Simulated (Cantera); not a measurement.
Input: 1 mol SiHCl3, 0.041 mol C2H4, 5.5 mol H2, at 827 °C and 53.3 Torr.

These are equilibrium values from Cantera (NASA tables, ideal gas, pure condensed phases), not measurements of a reactor. Candidate condensed phases: C, C6H6, C7H8, C8H18, Si, SiC; 109 gas species. Mutual solubility and eutectic melting of coexisting phases are not modelled. The tables' values for SiCl3 are old estimates; treat these amounts as uncertain. The numbers say what is thermodynamically allowed, not how fast it happens.

**Question.** What is the equilibrium state?

**Answer.** 
| Property | Value |
|---|---|
| x(H2) | 0.849 |
| x(SiCl4) | 0.0753 |
| x(HCl) | 0.0434 |
| x(SiHCl3) | 0.0217 |
| x(SiCl3) | 0.00495 |
| x(SiCl2) | 0.00452 |
| x(SiH2Cl2) | 0.000752 |
| x(SiH3Cl) | 6.89e-6 |
| x(CH4) | 1.59e-6 |
| n(Si(s)) | 0.179 mol |
| n(SiC(s)) | 0.0820 mol |
| gas amount | 6.891 mol |
| log10 activity of C(graphite) (absent) | -3.06 |
